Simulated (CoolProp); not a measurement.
Vapour-liquid equilibrium of ethane (1) + hydrogen sulfide (2) at 246.2 K; x and y are mole fractions of (1).

Computed with CoolProp (multi-fluid Helmholtz-energy mixture model, Bücker 2006 and Lemmon 2006; pair parameters Kunz 2012).

Problem. Give the bubble pressure and the first vapour's composition at x = 0.15, 0.25, 0.65. Is there an azeotrope?

Solution. x = 0.15: 832.9 kPa, y = 0.519; x = 0.25: 951.7 kPa, y = 0.598; x = 0.65: 1139 kPa, y = 0.746. y crosses x between x = 0.85 and 0.95: the model has an azeotrope there.

The pair parameters rest on a limited set of measurements; away from them the model extrapolates. With so large a gap from Raoult's law the liquid may split in two, which this calculation doesn't test in full.
